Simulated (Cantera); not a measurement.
A perfectly stirred reactor is fed with 75.2 % CH₄, 24.8 % H₂O, at 5.00 bar; it is held at 1550 K, and followed from long to short residence time.

Cantera simulation using GRI-Mech 3.0 (53 species, 325 reactions); the numbers are that mechanism's predictions, not measurements. GRI-Mech 3.0 stops at C3 and has no aromatics, soot or wall deposition, so with more carbon than oxygen in the feed, carbon stays in small species such as C2H2 where larger ones or solid carbon would form.

x: mole fraction; the columns are a selection and need not sum to one.

```tsv
τ (s)	x CH₄	x H₂O	x C₂H₄	x H	x CH₂O	x C₂H₂
2.4	0.243	0.107	0.0320	9.66e-6	3.35e-7	0.0762
0.61	0.262	0.151	0.0355	8.74e-6	4.88e-7	0.0928
0.16	0.320	0.182	0.0315	6.97e-6	7.15e-7	0.0925
0.041	0.461	0.208	0.0199	4.40e-6	1.26e-6	0.0655
0.011	0.612	0.230	0.0128	2.23e-6	2.18e-6	0.0285
0.0027	0.709	0.244	(withheld)	(withheld)	(withheld)	(withheld)
0.00070	0.742	0.248	(withheld)	(withheld)	(withheld)	(withheld)
```

What belongs in the gaps?


- 0.0027, x C₂H₄: 0.00730
- 0.0027, x H: 7.47e-7
- 0.0027, x CH₂O: 2.61e-6
- 0.0027, x C₂H₂: 0.00482
- 0.00070, x C₂H₄: 0.00170
- 0.00070, x H: 2.07e-7
- 0.00070, x CH₂O: 1.41e-6
- 0.00070, x C₂H₂: 0.000257
